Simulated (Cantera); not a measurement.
What does this Cantera script print?

```python
import numpy as np
import cantera as ct

gas = ct.Solution("gri30.yaml")
gas.TPX = 1025, 44000, {'N2O': 1, 'H2O': 0.091}
reactor = ct.IdealGasConstPressureReactor(gas, energy="off", clone=False)
net = ct.ReactorNet([reactor])
net.rtol, net.atol = 1e-08, 1e-18
show = ['N2O', 'H2O', 'O', 'NO', 'NO2', 'H2']
times = np.geomspace(3e-06, 100, 11)

steps = ct.SolutionArray(gas, extra=["t"])
rows = []
print(f"{'t/s':>10s}{'T/K':>9s}{'P/Pa':>11s}" + "".join(f"{s:>11s}" for s in show))
for t in times:
    while net.time < t:
        t_next = net.step()
        steps.append(gas.state, t=t_next)
    rows.append([np.interp(t, steps.t, y) for y in (steps.T, steps.P, *steps(*show).X.T)])
    print(f"{t:10.3e}{rows[-1][0]:9.1f}{rows[-1][1]:11.4g}" + "".join(f"{x:11.3e}" for x in rows[-1][2:]))
rate = np.gradient(steps.T, steps.t)
print("integrator steps:", len(steps.t))
if steps.T.max() > steps.T[0] + 200:
    print(f"time of steepest temperature rise: {steps.t[rate.argmax()]:.4e} s")
gas.TPX = 1025, 44000, {'N2O': 1, 'H2O': 0.091}
gas.equilibrate("TP")
print(f"equilibrium (TP): T = {gas.T:.1f} K  " + "  ".join(f"{s} {gas[s].X[0]:.3e}" for s in show))
```

Result:

```
       t/s      T/K       P/Pa        N2O        H2O          O         NO        NO2         H2
 3.000e-06   1025.0    4.4e+04  9.166e-01  8.341e-02  9.759e-09  4.746e-11  8.094e-20  2.118e-20
 1.696e-05   1025.0    4.4e+04  9.166e-01  8.341e-02  4.353e-08  1.294e-09  6.028e-17  6.657e-17
 9.587e-05   1025.0    4.4e+04  9.166e-01  8.341e-02  9.214e-08  2.089e-08  1.706e-14  4.072e-14
 5.420e-04   1025.0    4.4e+04  9.166e-01  8.341e-02  9.512e-08  1.556e-07  4.250e-12  3.435e-12
 3.064e-03   1025.0    4.4e+04  9.166e-01  8.341e-02  9.505e-08  9.153e-07  3.198e-09  1.225e-10
 1.732e-02   1025.0    4.4e+04  9.164e-01  8.340e-02  9.476e-08  4.553e-06  6.678e-07  2.072e-09
 9.791e-02   1025.0    4.4e+04  9.156e-01  8.338e-02  9.421e-08  1.626e-05  1.319e-05  1.118e-08
 5.535e-01   1025.0    4.4e+04  9.110e-01  8.325e-02  8.984e-08  6.715e-05  9.497e-05  1.136e-08
 3.129e+00   1025.0    4.4e+04  8.857e-01  8.253e-02  7.915e-08  5.086e-04  3.185e-04  3.838e-09
 1.769e+01   1025.0    4.4e+04  7.614e-01  7.899e-02  6.816e-08  3.222e-03  4.985e-04  2.055e-09
 1.000e+02   1025.0    4.4e+04  3.740e-01  6.790e-02  5.196e-08  1.133e-02  3.904e-04  1.529e-09
integrator steps: 1339
equilibrium (TP): T = 1025.0 K  N2O 2.135e-09  H2O 5.720e-02  O 2.807e-10  NO 4.494e-05  NO2 1.650e-06  H2 2.800e-11
```

Model: GRI-Mech 3.0 (53 species, 325 reactions), integrated in Cantera. GRI-Mech 3.0 was tuned for natural gas; its chemistry of N2O as a main component is partial and can be far from experiment. The mechanism lacks the step 2 NO + O2 → 2 NO2, which can matter for NO2 below about 1400 K. The temperature is held fixed by assumption; the heat of reaction is taken as removed at once.
